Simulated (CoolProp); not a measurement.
Ethylbenzene at several states: Z from the reference equation and from simpler models built on Tc = 344.0 °C, pc = 3.622 MPa, ω = 0.304; each cubic takes its own stable root.

Values from CoolProp's reference Helmholtz-energy equation of state, Zhou 2012.

```json
[
 {"T (°C)": "-36.15", "p (MPa)": "0.634", "phase": "liquid", "reference": "0.03729"},
 {"T (°C)": "-14.25", "p (MPa)": "15.1", "phase": "liquid", "reference": "0.8227"},
 {"T (°C)": "161.45", "p (MPa)": "1.21", "phase": "liquid", "reference": "0.04826"},
 {"T (°C)": "266.95", "p (MPa)": "2.63", "phase": "liquid", "reference": "0.1017"},
 {"T (°C)": "77.45", "p (MPa)": "9.66", "phase": "liquid", "reference": "0.4262"}
]
```

Task: How far does each simpler model (van der Waals, Redlich-Kwong, Soave-Redlich-Kwong, Peng-Robinson) lie from the reference over these 5 states: mean and median of the absolute difference, and the worst?

Result: 
- van der Waals: mean 71.5 %, median 71.4 %, worst +75.5 % at -36.15 °C and 0.634 MPa
- Redlich-Kwong: mean 18.8 %, median 17.8 %, worst +24.8 % at 266.95 °C and 2.63 MPa
- Soave-Redlich-Kwong: mean 15.0 %, median 15.2 %, worst +17.9 % at 266.95 °C and 2.63 MPa
- Peng-Robinson: mean 2.2 %, median 2.9 %, worst +4.1 % at 266.95 °C and 2.63 MPa
